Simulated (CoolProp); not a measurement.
Values from CoolProp's reference Helmholtz-energy equation of state, Lemmon 2009.

### Question
Give the vapour pressure (MPa), liquid cp (kJ/(kg K)), vapour Z, vapour viscosity (µPa s) of saturated propane at 293.8 K.

### Answer
| T (K) | p (MPa) | liquid cp (kJ/(kg K)) | vapour Z | vapour viscosity (µPa s) |
|---|---|---|---|---|
| 293.8 | 0.851 | 2.67 | 0.835 | 8.11 |

Viscosity comes from a separate model (Vogel 1998).
